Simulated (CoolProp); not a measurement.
The fluoroketone C6F12O (FK-5-1-12) at several states: Z from the reference equation and from simpler models built on Tc = 441.8 K, pc = 1869 kPa, ω = 0.471; each cubic takes its own stable root.

Computed with CoolProp (reference Helmholtz-energy equation of state, McLinden 2015).

| T (K) | p (kPa) | phase | reference | Redlich-Kwong | Soave-Redlich-Kwong | Peng-Robinson |
|---|---|---|---|---|---|---|
| 349.2 | 40.5 | gas | 0.9818 | 0.9855 | 0.9832 | 0.9822 |
| 271.2 | 166 | liquid | 0.01384 | 0.01611 | 0.01517 | 0.01346 |
| 405.1 | 229 | gas | 0.9385 | 0.9444 | 0.9403 | 0.9352 |
